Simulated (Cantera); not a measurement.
Cantera run, input and output.

```python
import numpy as np
import cantera as ct

gas = ct.Solution("gri30.yaml")
gas.TPX = 1225, 640000, {'CH4': 0.47, 'O2': 2.5, 'N2': 9.4}
reactor = ct.IdealGasReactor(gas, energy="on", clone=False)
net = ct.ReactorNet([reactor])
net.rtol, net.atol = 1e-08, 1e-16
show = ['CH4', 'O2', 'CH2', 'O', 'H2O']
times = np.geomspace(1e-06, 0.7, 10)

steps = ct.SolutionArray(gas, extra=["t"])
rows = []
print(f"{'t/s':>10s}{'T/K':>9s}{'P/Pa':>11s}" + "".join(f"{s:>11s}" for s in show))
for t in times:
    while net.time < t:
        t_next = net.step()
        steps.append(gas.state, t=t_next)
    rows.append([np.interp(t, steps.t, y) for y in (steps.T, steps.P, *steps(*show).X.T)])
    print(f"{t:10.3e}{rows[-1][0]:9.1f}{rows[-1][1]:11.4g}" + "".join(f"{x:11.3e}" for x in rows[-1][2:]))
rate = np.gradient(steps.T, steps.t)
print("integrator steps:", len(steps.t))
if steps.T.max() > steps.T[0] + 200:
    print(f"time of steepest temperature rise: {steps.t[rate.argmax()]:.4e} s")
gas.TPX = 1225, 640000, {'CH4': 0.47, 'O2': 2.5, 'N2': 9.4}
gas.equilibrate("UV")
print(f"equilibrium (UV): T = {gas.T:.1f} K  " + "  ".join(f"{s} {gas[s].X[0]:.3e}" for s in show))
```

Output:

```
       t/s      T/K       P/Pa        CH4         O2        CH2          O        H2O
 1.000e-06   1225.0    6.4e+05  3.800e-02  2.021e-01  3.359e-19  5.366e-12  2.439e-11
 4.461e-06   1225.0    6.4e+05  3.800e-02  2.021e-01  5.902e-18  1.504e-11  4.210e-10
 1.990e-05   1225.0    6.4e+05  3.800e-02  2.021e-01  1.322e-16  6.016e-11  8.266e-09
 8.879e-05   1225.0    6.4e+05  3.799e-02  2.021e-01  4.910e-15  3.459e-10  2.167e-07
 3.961e-04   1225.1    6.4e+05  3.798e-02  2.021e-01  5.128e-13  3.838e-09  9.367e-06
 1.767e-03   1227.6  6.413e+05  3.764e-02  2.018e-01  9.387e-12  2.146e-08  2.935e-04
 7.884e-03   2246.6  1.175e+06  3.104e-21  1.249e-01  2.893e-21  3.746e-04  7.458e-02
 3.517e-02   2235.0  1.169e+06  2.520e-21  1.228e-01  2.099e-21  3.470e-04  7.465e-02
 1.569e-01   2222.6  1.162e+06  2.020e-21  1.206e-01  1.542e-21  3.193e-04  7.472e-02
 7.000e-01   2221.8  1.162e+06  1.994e-21  1.205e-01  1.513e-21  3.177e-04  7.472e-02
integrator steps: 2017
time of steepest temperature rise: 3.5293e-03 s
equilibrium (UV): T = 2221.8 K  CH4 3.042e-21  O2 1.205e-01  CH2 3.579e-21  O 3.177e-04  H2O 7.472e-02
```

Model: GRI-Mech 3.0 (53 species, 325 reactions), integrated in Cantera.
